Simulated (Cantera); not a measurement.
A closed system holds: 1 mol SiCl4, 3 mol O2, 0.25 mol H2, equilibrated at 160 Pa.

Method: chemical equilibrium by Gibbs-energy minimisation in Cantera with the NASA 1993 tables (ideal gas, pure condensed phases). Candidate condensed phases: H2O, Si, SiO2; 30 gas species. The tables hold silica as quartz up to 1696 K and as liquid above; real silica turns to tridymite and cristobalite and melts near 1996 K. Equilibrium is a limit: real reactors are often held back by kinetics, nucleation or transport. All values below are at 1425 K.

Base state: O2 0.388, Cl 0.349, Cl2 0.165, HCl 0.0970, ClO 0.000237, H2O 5.70e-5, O 2.16e-5 (mole fractions); condensed: SiO2(β-quartz).

### Question
What changes in the equilibrium state with this change: O2 from 3 to 8.6 mol?

### Answer
```tsv
species	before	after
O2	0.388	0.692
Cl	0.349	0.205
Cl2	0.165	0.0569
HCl	0.0970	0.0455
O	2.16e-5	2.89e-5
ClO	0.000237	0.000185
H2O	5.70e-5	4.85e-5
SiO2(β-quartz), mol	1.00	1.00
```
